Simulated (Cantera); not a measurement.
## Equilibrium for silicon nitride deposition: SiF4 + NH3 + H2

A closed system holds: 1 mol SiF4, a varied amount of NH3, 0.81 mol H2, at 56.0 Pa.

These are equilibrium values from Cantera (NASA tables, ideal gas, pure condensed phases), not measurements of a reactor. Candidate condensed phases: Si, Si3N4; 37 gas species. The tables' values for SiF2, SiF3 are old estimates. Kinetics and transport are ignored.

Task: Map the stable condensed phases over T = 1098, 1148, 1198, 1248, 1298, 1348, 1398, 1448, 1498, 1548, 1598 K and n(NH3) in mol = 2.8, 3.2, 3.7, 4.2, 4.9, 5.6, 6.5, 7.4, 8.5, 9.8, 11.

Result: 
```
T in K \ n(NH3) in mol
         2.8 3.2 3.7 4.2 4.9 5.6 6.5 7.4 8.5 9.8  11
   1598    A   A   A   A   A   A   A   A   A   A   A
   1548    A   A   A   A   A   A   A   A   A   A   A
   1498    A   A   A   A   A   A   A   A   A   A   A
   1448    A   A   A   A   A   A   A   A   A   A   A
   1398    A   A   A   A   A   A   A   A   A   A   A
   1348    A   A   A   A   A   A   A   A   A   A   A
   1298    A   A   A   A   A   A   A   A   A   A   A
   1248    A   A   A   A   A   A   B   B   B   B   B
   1198    A   B   B   B   B   B   B   B   B   B   B
   1148    B   B   B   B   B   B   B   B   B   B   B
   1098    B   B   B   B   B   B   B   B   B   B   B
```
A: gas only; B: Si3N4.
